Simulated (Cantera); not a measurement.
Input: 1 mol SiO2, 2.4 mol HBr, held at 0.0195 Torr.

Method: chemical equilibrium by Gibbs-energy minimisation in Cantera with the NASA 1993 tables (ideal gas, pure condensed phases). Candidate condensed phases: Br2, H2O, Si, SiO2; 28 gas species. The tables hold silica as quartz up to 1696 K and as liquid above; real silica turns to tridymite and cristobalite and melts near 1996 K. Equilibrium is a limit: real reactors are often held back by kinetics, nucleation or transport.

Which condensed phases are stable at each of these points (T (K)): 1198, 1248, 1298, 1348, 1398, 1448, 1498, 1548, 1598, 1648, 1698, 1748, 1798, 1848?


| T (K) | condensed phases | Si condensed (%) |
|---|---|---|
| 1198 | SiO2(β-quartz) | 100.0 |
| 1248 | SiO2(β-quartz) | 100.0 |
| 1298 | SiO2(β-quartz) | 100.0 |
| 1348 | SiO2(β-quartz) | 99.9 |
| 1398 | SiO2(β-quartz) | 99.8 |
| 1448 | SiO2(β-quartz) | 99.6 |
| 1498 | SiO2(β-quartz) | 99.0 |
| 1548 | SiO2(β-quartz) | 97.8 |
| 1598 | SiO2(β-quartz) | 95.5 |
| 1648 | SiO2(β-quartz) | 91.2 |
| 1698 | SiO2(condensed) | 83.8 |
| 1748 | SiO2(condensed) | 72.6 |
| 1798 | SiO2(condensed) | 56.8 |
| 1848 | SiO2(condensed) | 37.4 |

From 1198 K to 1648 K the condensed part is SiO2(β-quartz). From 1698 K to 1848 K the condensed part is SiO2(condensed).
